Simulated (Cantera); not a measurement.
An isothermal, constant-pressure homogeneous reactor starts with H₂ : O₂ : N₂ = 1.5 : 1 : 1.9 (molar parts), equivalence ratio 0.75, at 1075 K and 0.158 atm. Integrator tolerance rtol = 1e-08.

Model: GRI-Mech 3.0 (53 species, 325 reactions), integrated in Cantera. The temperature is held fixed by assumption; the heat of reaction is taken as removed at once.

### Question
What does this change do: temperature 1075 to 775 K?

### Answer
```
quantity                                              before                                      after
-----------------  -----------------------------------------  -----------------------------------------
x(H₂) at 80.0 s      2.77e-9 (gas-phase equilibrium 2.77e-9)       0.336 (gas-phase equilibrium <1e-12)
x(O₂) at 80.0 s        0.0685 (gas-phase equilibrium 0.0685)       0.225 (gas-phase equilibrium 0.0685)
x(NO) at 80.0 s      3.27e-6 (gas-phase equilibrium 3.14e-5)     <1e-12 (gas-phase equilibrium 6.01e-7)
x(H₂O₂) at 80.0 s  2.97e-10 (gas-phase equilibrium 2.96e-10)  0.000719 (gas-phase equilibrium 2.99e-12)
x(O) at 80.0 s     8.67e-10 (gas-phase equilibrium 8.64e-10)    8.40e-10 (gas-phase equilibrium <1e-12)
x(HO₂) at 80.0 s     1.57e-9 (gas-phase equilibrium 1.57e-9)   6.16e-6 (gas-phase equilibrium 4.97e-12)
x(NO₂) at 80.0 s     2.46e-8 (gas-phase equilibrium 2.37e-7)     <1e-12 (gas-phase equilibrium 5.59e-8)
```
Below about 950 K walls govern HO2 and H2O2 in real vessels.
